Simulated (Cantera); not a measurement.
A closed system holds: 1 mol CF4, 0.019 mol F2, equilibrated at 0.495 Torr.

Method: chemical equilibrium by Gibbs-energy minimisation in Cantera with the NASA 1993 tables (ideal gas, pure condensed phases). Candidate condensed phases: C; 23 gas species. Ions and electrons are included (thermal ionisation). Gases not in the tables: C2F6 and larger saturated fluorocarbons. Equilibrium is a limit: real reactors are often held back by kinetics, nucleation or transport.

x: gas mole fraction; n: condensed amount in mol.

```
T (K)    x F       x CF4         x C       x CF2        x CF        x C3  n C(graphite)
-----  -----  ----------  ----------  ----------  ----------  ----------  -------------
2000   0.333       0.509     1.08e-8       0.150    0.000361    5.35e-10              0
2500   0.907  (withheld)  (withheld)  (withheld)  (withheld)  (withheld)     (withheld)
3000   0.868    3.98e-10      0.0343     0.00134      0.0448      0.0420              0
3500   0.810      <1e-12       0.172     1.20e-5     0.00861     0.00247              0
4000   0.802      <1e-12       0.196  (withheld)  (withheld)  (withheld)              0
4500   0.801      <1e-12       0.198     3.41e-9    0.000135     1.33e-7              0
5000   0.801      <1e-12       0.197    1.86e-10     2.98e-5     3.62e-9              0
```

Task: What belongs in the gaps?

Result: 
- 2500, x CF4: 2.82e-5
- 2500, x C: 0.000252
- 2500, x CF2: 0.0618
- 2500, x CF: 0.0296
- 2500, x C3: 0.000753
- 2500, n C(graphite): 0.641
- 4000, x CF2: 1.27e-7
- 4000, x CF: 0.000879
- 4000, x C3: 1.16e-5
